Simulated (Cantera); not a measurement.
## Premixed flame

A freely propagating, adiabatic, planar premixed flame of H₂ : O₂ : N₂ : H₂O = 1 : 0.25 : 0.85 : 0.073 (molar parts), equivalence ratio 2.0, unburnt at 698 K and 0.340 bar; multicomponent+Soret transport, grid criteria slope 0.08 and curve 0.16, no radiation.

Model: the H2/O2 subset of GRI-Mech 3.0, which has no nitrogen chemistry, integrated in Cantera. Burning velocities carry a grid error of a few per cent, more on coarse grids.

| z (mm) | T (K) | u (m/s) | x H₂ | x O₂ | x H₂O | x H₂O₂ | x OH | x O |
|---|---|---|---|---|---|---|---|---|
| -5.71 | 698 | 10.4 | 0.460 | 0.115 | 0.0336 | <1e-8 | <1e-8 | <1e-8 |
| -3.81 | 698 | 10.4 | 0.460 | 0.115 | 0.0336 | <1e-8 | <1e-8 | <1e-8 |
| -2.86 | 698 | 10.4 | 0.460 | 0.115 | 0.0336 | <1e-8 | <1e-8 | <1e-8 |
| -1.90 | 698 | 10.4 | 0.460 | 0.115 | 0.0336 | <1e-8 | <1e-8 | 1.21e-8 |
| -0.952 | 708 | 10.5 | 0.457 | 0.115 | 0.0344 | 5.46e-7 | 2.89e-5 | 1.21e-5 |
| -0.476 | 830 | 12.1 | 0.431 | 0.111 | 0.0470 | 8.69e-7 | 0.000315 | 0.000329 |
| 0 | 1189 | 16.9 | 0.304 | 0.0658 | 0.142 | 7.44e-7 | 0.00250 | 0.00437 |
| 0.476 | 1448 | 20.5 | 0.198 | 0.00990 | 0.250 | 5.48e-7 | 0.00483 | 0.00415 |
| 0.952 | 1551 | 21.8 | 0.191 | 0.00247 | 0.266 | 4.24e-7 | 0.00562 | 0.00306 |
| 1.90 | 1663 | 23.2 | 0.199 | 0.00167 | 0.269 | 3.08e-7 | 0.00650 | 0.00273 |
| 3.81 | 1790 | 24.7 | 0.210 | 0.00130 | 0.272 | 1.87e-7 | 0.00713 | 0.00226 |
| 7.62 | 1922 | 26.3 | 0.221 | 0.000897 | 0.276 | 1.02e-7 | 0.00720 | 0.00164 |
| 15.2 | 2046 | 27.7 | 0.231 | 0.000544 | 0.281 | 5.34e-8 | 0.00659 | 0.00104 |
x: mole fraction of selected species; z is measured from the peak of heat release.

```
Item                          Value
------------------------  ---------
laminar burning velocity  1040 cm/s
thermal thickness           1.90 mm
peak x(H₂O₂)                9.61e-7
peak x(OH)                  0.00726
peak x(O)                   0.00539
grid points                     128
```
